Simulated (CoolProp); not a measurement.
n-perfluoropentane along the isobar 419 kPa: fugacity coefficient from the reference equation and from simpler models built on Tc = 147.9 °C, pc = 2063 kPa, ω = 0.436; each cubic takes its own stable root.

Computed with CoolProp (reference Helmholtz-energy equation of state, Gao 2022).

```json
[
 {"T (°C)": "-103.15", "phase": "liquid", "reference": "1.182e-5", "Soave-Redlich-Kwong": "1.247e-5", "Peng-Robinson": "1.600e-5"},
 {"T (°C)": "-79.35", "phase": "liquid", "reference": "0.0002435", "Soave-Redlich-Kwong": "0.0002482", "Peng-Robinson": "0.0002900"},
 {"T (°C)": "-55.65", "phase": "liquid", "reference": "0.002294", "Soave-Redlich-Kwong": "0.002302", "Peng-Robinson": "0.002526"},
 {"T (°C)": "-31.95", "phase": "liquid", "reference": "0.01275", "Soave-Redlich-Kwong": "0.01272", "Peng-Robinson": "0.01338"},
 {"T (°C)": "-8.25", "phase": "liquid", "reference": "0.04854", "Soave-Redlich-Kwong": "0.04849", "Peng-Robinson": "0.04954"},
 {"T (°C)": "15.55", "phase": "liquid", "reference": "0.1403", "Soave-Redlich-Kwong": "0.1408", "Peng-Robinson": "0.1411"},
 {"T (°C)": "39.25", "phase": "liquid", "reference": "0.3266", "Soave-Redlich-Kwong": "0.3294", "Peng-Robinson": "0.3262"},
 {"T (°C)": "62.95", "phase": "liquid", "reference": "0.6443", "Soave-Redlich-Kwong": "0.6532", "Peng-Robinson": "0.6421"},
 {"T (°C)": "86.65", "phase": "gas", "reference": "0.8799", "Soave-Redlich-Kwong": "0.8817", "Peng-Robinson": "0.8739"},
 {"T (°C)": "110.45", "phase": "gas", "reference": "0.9045", "Soave-Redlich-Kwong": "0.9048", "Peng-Robinson": "0.8972"},
 {"T (°C)": "134.15", "phase": "gas", "reference": "0.9229", "Soave-Redlich-Kwong": "0.9229", "Peng-Robinson": "0.9155"}
]
```
